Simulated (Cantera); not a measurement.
A perfectly stirred reactor is fed with 52.1 % NO, 47.9 % N2, at 0.170 bar; it is held at 2223 K, and followed from long to short residence time.

Cantera simulation using GRI-Mech 3.0 (53 species, 325 reactions); the numbers are that mechanism's predictions, not measurements.

**Question.** Predict: x(NO) at τ = 20.0 s; x(N2O) at τ = 20.0 s; x(NO2) at τ = 20.0 s; x(O) at τ = 20.0 s; x(N2) at τ = 20.0 s; x(NO) at τ = 0.210 s; x(N2O) at τ = 0.210 s; x(NO2) at τ = 0.210 s; x(O) at τ = 0.210 s; x(N2) at τ = 0.210 s.

**Answer.** 
| Item | Result |
|---|---|
| x(NO) at τ = 20.0 s | 0.0227 |
| x(N2O) at τ = 20.0 s | 4.15e-7 |
| x(NO2) at τ = 20.0 s | 1.25e-5 |
| x(O) at τ = 20.0 s | 0.00379 |
| x(N2) at τ = 20.0 s | 0.727 |
| x(NO) at τ = 0.210 s | 0.290 |
| x(N2O) at τ = 0.210 s | 3.18e-5 |
| x(NO2) at τ = 0.210 s | 0.000109 |
| x(O) at τ = 0.210 s | 0.00267 |
| x(N2) at τ = 0.210 s | 0.594 |
